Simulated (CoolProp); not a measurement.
A closed Brayton cycle with carbon dioxide: compressor inlet 315.15 K and 9.4 MPa, high pressure 28.5 MPa, turbine inlet 940 K, compressor efficiency 0.85, turbine efficiency 0.85, recuperator effectiveness 0 (on enthalpy, no pinch check). Each further row changes one setting.

Values from CoolProp's reference Helmholtz-energy equation of state, Span 1996.

```json
[
 {"case": "as stated", "thermal efficiency (%)": "15.2", "net work (kJ/kg)": "121", "compressor to turbine work": "0.24", "compressor exit (K)": "367.2", "turbine exit (K)": "803.9"},
 {"case": "turbine inlet 890 K", "thermal efficiency (%)": "15.2", "net work (kJ/kg)": "…", "compressor to turbine work": "…", "compressor exit (K)": "367.2", "turbine exit (K)": "758.4"},
 {"case": "compressor inlet 325.15 K", "thermal efficiency (%)": "14.7", "net work (kJ/kg)": "…", "compressor to turbine work": "…", "compressor exit (K)": "407.7", "turbine exit (K)": "803.9"},
 {"case": "high pressure 24.2 MPa", "thermal efficiency (%)": "…", "net work (kJ/kg)": "106", "compressor to turbine work": "0.22", "compressor exit (K)": "359.0", "turbine exit (K)": "…"},
 {"case": "recuperator effectiveness 0.5", "thermal efficiency (%)": "22.5", "net work (kJ/kg)": "121", "compressor to turbine work": "0.24", "compressor exit (K)": "367.2", "turbine exit (K)": "803.9"}
]
```

**Question.** Complete the blanks.

**Answer.** 
- turbine inlet 890 K, net work (kJ/kg): 111
- turbine inlet 890 K, compressor to turbine work: 0.25
- compressor inlet 325.15 K, net work (kJ/kg): 105
- compressor inlet 325.15 K, compressor to turbine work: 0.34
- high pressure 24.2 MPa, thermal efficiency (%): 13.2
- high pressure 24.2 MPa, turbine exit (K): 823.3
